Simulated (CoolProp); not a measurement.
Vapour pressure (kPa) of hexamethyldisiloxane (MM): the reference equation beside estimates from Tc = 518.7 K, pc = 1931 kPa, ω = 0.418. Clausius-Clapeyron is anchored at 346.4 K with a constant enthalpy of vaporisation of 33.52 kJ/mol.

The numbers come from the reference Helmholtz-energy equation of state, Thol 2016 in CoolProp.

```tsv
T (K)	reference	Lee-Kesler	Clausius-Clapeyron	van der Waals	Redlich-Kwong	Soave-Redlich-Kwong	Peng-Robinson
339.9	33.73	33.47	34.06	274.0	94.27	33.51	34.00
346.4	42.55	42.32	42.55	303.2	112.0	42.34	42.79
353	53.29	53.13	52.89	334.7	132.5	53.11	53.49
359.5	65.87	65.80	65.02	367.9	155.2	65.76	66.02
366.1	80.92	81.00	79.60	403.7	181.0	80.94	81.02
372.6	98.25	98.52	96.46	441.1	209.2	98.46	98.32
379.1	118.3	118.9	116.1	480.7	240.5	118.8	118.4
385.7	141.9	142.7	139.3	523.2	275.6	142.7	141.9
392.2	168.4	169.6	165.7	567.3	313.5	169.8	168.5
398.8	199.1	200.7	196.4	614.5	355.6	201.1	199.4
405.3	233.3	235.4	230.9	663.3	400.7	236.2	233.8
411.9	272.4	275.0	270.9	715.3	450.5	276.4	273.3
418.4	315.7	318.9	315.3	769.1	503.5	320.9	317.1
425	364.8	368.6	366.3	826.1	561.6	371.5	366.9
```

Absolute difference from the reference over all 14 rows, mean and median: Lee-Kesler 0.6 and 0.6 %, Clausius-Clapeyron 1.1 and 1.2 %, van der Waals 335.5 and 287.5 %, Redlich-Kwong 105.5 and 98.8 %, Soave-Redlich-Kwong 0.8 and 0.6 %, Peng-Robinson 0.3 and 0.2 %.
